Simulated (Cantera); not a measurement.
A closed system holds: 1 mol SiCl4, 0.57 mol Cl2, 0.41 mol H2, equilibrated at 1598 K and 0.100 bar.

These are equilibrium values from Cantera (NASA tables, ideal gas, pure condensed phases), not measurements of a reactor. Candidate condensed phases: Si; 19 gas species. The tables' values for SiCl3 are old estimates; treat these amounts as uncertain. Kinetics and transport are ignored.

Base state: SiCl4 0.486, HCl 0.399, Cl 0.0710, Cl2 0.0428, SiCl3 0.000843 (mole fractions); condensed: gas only.

**Question.** What changes in the equilibrium state with this change: pressure from 0.100 bar to 1.00 bar?

**Answer.** 
```csv
species,before,after
SiCl4,0.486,0.498
HCl,0.399,0.408
Cl2,0.0428,0.0659
Cl,0.0710,0.0279
SiCl3,0.000843,0.000220
```
